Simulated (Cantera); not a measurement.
Cantera run, input and output.

```python
import numpy as np
import cantera as ct

surf = ct.Interface("diamond.yaml", "diamond_100")
gas, bulk = surf.adjacent["gas"], surf.adjacent["diamond"]
k = surf.kinetics_species_index(bulk.species_names[0])
cover = ["c6HH", "c6H*", "c6*H", "c6**", "c6HM", "c6B"]

rows, drift = [], 0.0
print(f"{'P':>10s}{'um/h':>11s}" + "".join(f"{s:>11s}" for s in cover))
for v in [1400, 2200, 3500, 5400, 8400, 13000, 20000, 32000]:
    T, P, xH, xCH3 = 1100, v, 0.03, 1.8e-05
    gas.TPX = T, P, {"H": xH, "CH3": xCH3, "CH4": 0.0044, "H2": 1 - xH - xCH3 - 0.0044}
    surf.TP = bulk.TP = T, P
    surf.coverages = "c6H*:0.1, c6HH:0.9"
    surf.advance_coverages(100.0)
    before = surf.coverages
    surf.advance_coverages(100.0)
    drift = max(drift, np.max(np.abs(surf.coverages - before) / (surf.coverages + 1e-9)))
    rate = surf.net_production_rates[k] * bulk.mean_molecular_weight / bulk.density * 3.6e9
    rows.append([rate, *surf[cover].coverages])
    print(f"{v:10.4g}{rate:11.4e}" + "".join(f"{x:11.3e}" for x in rows[-1][1:]))
```

Output:

```
         P       um/h       c6HH       c6H*       c6*H       c6**       c6HM        c6B
      1400 1.6610e-01  5.109e-01  2.800e-02  4.423e-01  1.857e-02  1.819e-04  4.507e-10
      2200 2.7852e-01  5.109e-01  2.805e-02  4.422e-01  1.858e-02  1.947e-04  7.558e-10
      3500 4.6355e-01  5.109e-01  2.814e-02  4.421e-01  1.860e-02  2.042e-04  1.258e-09
      5400 7.3578e-01  5.108e-01  2.826e-02  4.420e-01  1.862e-02  2.103e-04  1.997e-09
      8400 1.1674e+00  5.108e-01  2.846e-02  4.417e-01  1.866e-02  2.147e-04  3.168e-09
   1.3e+04 1.8320e+00  5.108e-01  2.875e-02  4.414e-01  1.872e-02  2.177e-04  4.971e-09
     2e+04 2.8483e+00  5.107e-01  2.920e-02  4.409e-01  1.881e-02  2.201e-04  7.729e-09
   3.2e+04 4.6045e+00  5.107e-01  2.997e-02  4.401e-01  1.896e-02  2.223e-04  1.249e-08
```

Computed with Cantera and the Harris–Goodwin 1993 mechanism for the reconstructed diamond (100) surface.
